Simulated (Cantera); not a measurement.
Input (Python, Cantera):

```python
import numpy as np
import cantera as ct

gas = ct.Solution("gri30.yaml")
gas.TPX = 375, 700000, {'CH4': 1, 'O2': 2.22, 'N2': 8.36}
flame = ct.FreeFlame(gas, width=0.01)
flame.set_refine_criteria(ratio=3, slope=0.08, curve=0.16)
flame.transport_model = "mixture-averaged"
flame.solve(loglevel=0, auto=True)
z, T = flame.grid, flame.T
thick = (T[-1] - T[0]) / np.gradient(T, z).max()
show = ['CH4', 'O2', 'NO', 'O', 'N2O', 'C2H6']
print(f"laminar burning velocity  {flame.velocity[0] * 100:.3f} cm/s")
print(f"burnt temperature         {T[-1]:.1f} K")
print(f"thermal thickness         {thick * 1e3:.4f} mm")
print(f"grid points               {len(z)}")
z0 = z[flame.heat_release_rate.argmax()]
print(f"{'z/mm':>9s}{'T/K':>9s}{'u/(m/s)':>9s}" + "".join(f"{s:>11s}" for s in show))
rows = []
for k in (-3, -2, -1.5, -1, -0.5, -0.25, 0, 0.25, 0.5, 1, 2, 4, 8):
    zz = z0 + k * thick
    rows.append([k * thick, np.interp(zz, z, T), np.interp(zz, z, flame.velocity),
                 *(np.interp(zz, z, flame.X[gas.species_index(s)]) for s in show)])
    print(f"{rows[-1][0] * 1e3:9.3f}{rows[-1][1]:9.1f}{rows[-1][2]:9.3f}" + "".join(f"{x:11.3e}" for x in rows[-1][3:]))
```

Result:

```
laminar burning velocity  21.465 cm/s
burnt temperature         2200.4 K
thermal thickness         0.1210 mm
grid points               137
     z/mm      T/K  u/(m/s)        CH4         O2         NO          O        N2O       C2H6
   -0.363    375.7    0.215  8.626e-02  1.916e-01  2.722e-10  9.162e-14  1.940e-11  3.683e-08
   -0.242    380.2    0.218  8.589e-02  1.912e-01  2.290e-09  1.038e-12  2.131e-10  4.338e-07
   -0.182    399.0    0.229  8.464e-02  1.898e-01  1.341e-08  7.647e-12  1.522e-09  3.337e-06
   -0.121    517.4    0.298  7.770e-02  1.809e-01  1.595e-07  2.074e-10  1.649e-08  4.018e-05
   -0.061   1006.0    0.585  5.000e-02  1.381e-01  2.961e-06  4.451e-07  1.373e-07  3.616e-04
   -0.030   1427.5    0.834  2.541e-02  9.626e-02  8.188e-06  1.786e-05  2.973e-07  5.531e-04
    0.000   1832.8    1.070  3.889e-03  5.154e-02  1.507e-05  3.205e-04  5.451e-07  5.022e-05
    0.030   1999.7    1.161  7.220e-05  3.181e-02  2.235e-05  1.037e-03  8.493e-07  1.962e-08
    0.061   2068.8    1.195  9.003e-07  2.651e-02  2.686e-05  9.387e-04  1.001e-06  4.478e-12
    0.121   2134.4    1.229  4.732e-10  2.292e-02  3.220e-05  5.574e-04  1.006e-06  4.752e-18
    0.242   2178.0    1.251  8.981e-14  2.083e-02  3.841e-05  2.773e-04  7.957e-07  2.600e-24
    0.484   2196.4    1.260  7.405e-15  1.998e-02  4.626e-05  1.694e-04  5.748e-07  1.936e-27
    0.968   2200.4    1.262  4.889e-16  1.979e-02  5.929e-05  1.470e-04  5.115e-07  1.202e-29
```

Detailed kinetics in Cantera: GRI-Mech 3.0 (53 species, 325 reactions). Burning velocities carry a grid error of a few per cent, more on coarse grids.
